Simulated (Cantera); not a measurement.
# Adiabatic ignition

An adiabatic, constant-pressure homogeneous reactor starts with 5.46 % CH4, 14.3 % O2, 80.2 % N2, at 1750 K and 0.880 bar.

Computed with Cantera and GRI-Mech 3.0 (53 species, 325 reactions).

| t (s) | T (K) | x CH4 | x O2 | x H2 | x N2O | x C2H6 | x O | x HCN |
|---|---|---|---|---|---|---|---|---|
| 3.00e-6 | 1750 | 0.0545 | 0.143 | 1.60e-6 | 1.15e-11 | 2.97e-10 | 2.08e-7 | <1e-12 |
| 1.15e-5 | 1750 | 0.0545 | 0.143 | 7.20e-6 | 9.89e-11 | 2.45e-8 | 3.04e-7 | <1e-12 |
| 4.38e-5 | 1750 | 0.0543 | 0.143 | 4.09e-5 | 1.02e-9 | 2.00e-6 | 8.65e-7 | <1e-12 |
| 0.000168 | 1773 | 0.0465 | 0.138 | 0.00263 | 1.84e-8 | 0.000353 | 2.36e-5 | 8.34e-10 |
| 0.000641 | 2547 | <1e-12 | 0.0392 | 0.00670 | 3.58e-7 | <1e-12 | 0.00710 | 1.93e-11 |
| 0.00245 | 2609 | <1e-12 | 0.0366 | 0.00521 | 5.05e-7 | <1e-12 | 0.00500 | 4.91e-11 |
| 0.00936 | 2602 | <1e-12 | 0.0341 | 0.00523 | 5.46e-7 | <1e-12 | 0.00465 | 8.25e-11 |
| 0.0358 | 2600 | <1e-12 | 0.0334 | 0.00523 | 5.64e-7 | <1e-12 | 0.00455 | 9.18e-11 |
| 0.137 | 2600 | <1e-12 | 0.0334 | 0.00523 | 5.64e-7 | <1e-12 | 0.00455 | 9.19e-11 |
| 0.523 | 2600 | <1e-12 | 0.0334 | 0.00523 | 5.64e-7 | <1e-12 | 0.00455 | 9.19e-11 |
| 2.00 | 2600 | <1e-12 | 0.0334 | 0.00523 | 5.64e-7 | <1e-12 | 0.00455 | 9.19e-11 |
x: mole fraction; the columns are a selection and need not sum to one.

```json
{
 "time_of_steepest_temperature_rise": "0.216 ms",
 "temperature at 2.00 s": "2600 K",
 "equilibrium_temperature": "2600 K",
 "x(CH4) at 2.00 s": "<1e-12 (gas-phase equilibrium <1e-12)",
 "x(O2) at 2.00 s": "0.0334 (gas-phase equilibrium 0.0334)",
 "x(H2) at 2.00 s": "0.00523 (gas-phase equilibrium 0.00523)"
}
```
